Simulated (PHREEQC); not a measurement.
0.025 g of hydrous ferric oxide (600 m²/g; 0.2 weak and 0.005 strong sites per Fe, Dzombak-Morel constants, diffuse double layer) in 1 kg of water with 0.005 mol/kgw of an inert sodium salt and 8.7e-07 mol H3BO3 and 1.3e-06 mol MgCl2, at 25 °C; the pH is set by adding NaOH or the inert anion's acid. O2 is buffered at 0.21 atm. The system is closed to CO2. Precipitation was switched off in this run.

Computed with PHREEQC (ion-association model, wateq4f.dat).

```
pH    B sorbed (%)  Mg sorbed (%)  surface charge σ (C/m²)  surface potential ψ (mV)
----  ------------  -------------  -----------------------  ------------------------
3              0.0            0.0                    0.302                       215
3.5            0.0            0.0                      ___                       207
4              0.0            0.0                    0.182                       ___
4.5            0.0            0.0                    0.131                       177
5.5            0.0            0.0                    0.059                       137
6              0.0            0.0                      ___                       ___
6.5            0.0            0.0                    0.023                        89
7              0.0            0.1                    0.013                        62
7.5            0.0            0.7                    0.006                        34
8              0.0            5.9                    0.001                         6
8.5            0.0           36.5                      ___                       ___
9.5            0.0           97.8                   -0.017                       -75
10             0.0           99.7                   -0.029                      -100
10.5           0.0          100.0                   -0.048                       ___
11             0.0          100.0                   -0.078                      -146
```

Problem. Some entries are withheld; supply them.

Solution. 
- 3.5, surface charge σ (C/m²): 0.242
- 4, surface potential ψ (mV): 194
- 6, surface charge σ (C/m²): 0.038
- 6, surface potential ψ (mV): 114
- 8.5, surface charge σ (C/m²): -0.004
- 8.5, surface potential ψ (mV): -21
- 10.5, surface potential ψ (mV): -125

Complexes and solids missing from the database can't appear. The oxide is taken as insoluble; below pH 4 it would dissolve.
